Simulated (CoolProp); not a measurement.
The fluid at 293.15 K and 0.409 MPa flows at 1.2 m/s in a round tube of 10 mm bore and 15 µm roughness, fully developed (64/Re and Nu = 3.66 if laminar; Colebrook and Gnielinski if turbulent). The same conditions are run with several fluids, on thermodynamics alone (safety and materials aside).

Model: reference Helmholtz-energy equation of state of each fluid (n-nonane: Lemmon 2006; R141b: Lemmon 2006; water: Wagner 2002; p-xylene: Zhou 2012; ethanol: Schroeder 2014), in CoolProp.

```json
[
 {"fluid": "n-nonane", "Reynolds number": "12300", "Darcy friction factor": "0.0317", "pressure drop (Pa/m)": "1640", "heat-transfer coefficient (W/(m² K))": "[?]", "mass flow (kg/h)": "244"},
 {"fluid": "R141b", "Reynolds number": "34500", "Darcy friction factor": "[?]", "pressure drop (Pa/m)": "2380", "heat-transfer coefficient (W/(m² K))": "2190", "mass flow (kg/h)": "[?]"},
 {"fluid": "water", "Reynolds number": "12000", "Darcy friction factor": "0.0319", "pressure drop (Pa/m)": "2290", "heat-transfer coefficient (W/(m² K))": "5840", "mass flow (kg/h)": "[?]"},
 {"fluid": "p-xylene", "Reynolds number": "16000", "Darcy friction factor": "0.0301", "pressure drop (Pa/m)": "1870", "heat-transfer coefficient (W/(m² K))": "1780", "mass flow (kg/h)": "292"},
 {"fluid": "ethanol", "Reynolds number": "7920", "Darcy friction factor": "[?]", "pressure drop (Pa/m)": "1980", "heat-transfer coefficient (W/(m² K))": "1490", "mass flow (kg/h)": "268"}
]
```

**Question.** Some entries are withheld; supply them.

**Answer.** 
- n-nonane, heat-transfer coefficient (W/(m² K)): 1570
- R141b, Darcy friction factor: 0.0265
- R141b, mass flow (kg/h): 422
- water, mass flow (kg/h): 339
- ethanol, Darcy friction factor: 0.0349

Transport values come from each fluid's own correlations; those of R141b are estimates that may be off by 10 % or more.
